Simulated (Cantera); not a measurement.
Input (Python, Cantera) and output of one run.

```python
import numpy as np
import cantera as ct

gas_names = """
    CL CL2 H HCL H2 N NH NH2 NH3 N2 N2H2 N2H4 Si SiCL SiCL2 SiCL3 SiCL4 SiH SiHCL3 SiH2 SiH2CL2 SiH3
    SiH3CL SiH4 SiN Si2 Si2N Si3
""".split()
cond_names = """
    NH4CL(a) NH4CL(b) Si(cr) Si(L) Si3N4(a)
""".split()


# ... load() reads the species with a 1 bar reference pressure and builds the phases ...
atoms = {
    'SiHCl3': {'Si': 1, 'H': 1, 'CL': 3},
    'NH3': {'N': 1, 'H': 3},
    'N2': {'N': 2},
}
top_T = {'Si3N4(a)': 2400}  # K; cautious upper limits of use, not melting points


# ... equilibrate(T, P, feed) seeds the gas with the atoms and calls Mixture.equilibrate('TP', solver="vcs", rtol=1e-11, max_steps=5000) ...
results = []
T = 823  # K
P = 3500  # Pa
for m in [2.4, 7.8, 13, 19, 24, 29, 35]:
    feed = {'SiHCl3': 1, 'NH3': 2, 'N2': m}  # mol
    mix = equilibrate(T, P, feed)
    results.append((T, P, feed, dict(zip(mix.species_names, mix.species_moles))))

top = {s: max(r[3][s] / sum(r[3][g] for g in gas_names) for r in results) for s in gas_names}
cols = sorted((s for s in top if top[s] > 1e-05), key=lambda s: -top[s])[:8]
seen = [c for c in cond_names if any(r[3].get(c, 0) > 1e-12 for r in results)]
print("log10 of partial pressures in bar; condensed amounts in mol")
print(f"{'n(N2)':>10s}" + "".join(f"{s[:9]:>10s}" for s in cols + seen))
for T, P, feed, n in results:
    ng = sum(n[g] for g in gas_names)
    print(f"{feed['N2']:10.4g}" + "".join(f"{np.log10(max(n[s] / ng * P / 1e5, 1e-99)):10.3f}" for s in cols)
          + "".join(f"{n.get(c, 0):10.4g}" for c in seen))
```

Output:

```
log10 of partial pressures in bar; condensed amounts in mol
     n(N2)        N2        H2       HCL     SiCL4    SiHCL3  Si3N4(a)
       2.4    -1.881    -1.955    -2.009    -3.010    -5.874    0.2619
       7.8    -1.657    -2.210    -2.194    -3.389    -6.324    0.2825
        13    -1.591    -2.366    -2.320    -3.624    -6.588    0.2918
        19    -1.554    -2.497    -2.429    -3.824    -6.810    0.2986
        24    -1.536    -2.583    -2.503    -3.958    -6.957    0.3025
        29    -1.523    -2.656    -2.565    -4.071    -7.080    0.3056
        35    -1.513    -2.729    -2.630    -4.189    -7.207    0.3085
```

Cantera equilibrium calculation (NASA polynomials, part measured and part estimated; ideal gas, pure solids and liquids).
